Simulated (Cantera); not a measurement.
Charge: 1 mol SiH₂Cl₂, a varied amount of H₂O, 17 mol H₂, at 1650 K and 1.33 mbar.

Equilibrium computed with Cantera from the NASA thermochemical tables; the gas is ideal and each condensed phase is pure. Candidate condensed phases: H₂O, Si, SiO₂; 30 gas species. The tables hold silica as quartz up to 1696 K and as liquid above; real silica turns to tridymite and cristobalite and melts near 1996 K. Kinetics and transport are ignored.

**Question.** Which condensed phases are stable at each of these points (n(H₂O) (mol)): 0.4, 0.55, 0.76, 1.1, 1.5, 2, 2.8, 3.9, 5.4, 7.6, 10, 15?

**Answer.** 
```
n(H₂O) (mol)  condensed phases  Si condensed (%)
------------  ----------------  ----------------
0.4                      Si(s)              25.0
0.55                     Si(s)              10.1
0.76                  gas only               0.0
1.1             SiO₂(β-quartz)               7.3
1.5             SiO₂(β-quartz)              45.3
2               SiO₂(β-quartz)              83.8
2.8             SiO₂(β-quartz)              96.7
3.9             SiO₂(β-quartz)              98.5
5.4             SiO₂(β-quartz)              99.1
7.6             SiO₂(β-quartz)              99.4
10              SiO₂(β-quartz)              99.5
15              SiO₂(β-quartz)              99.7
```

From 0.4 mol H₂O to 0.55 mol H₂O the condensed part is Si(s). At 0.76 mol H₂O nothing is condensed. From 1.1 mol H₂O to 15 mol H₂O the condensed part is SiO₂(β-quartz).
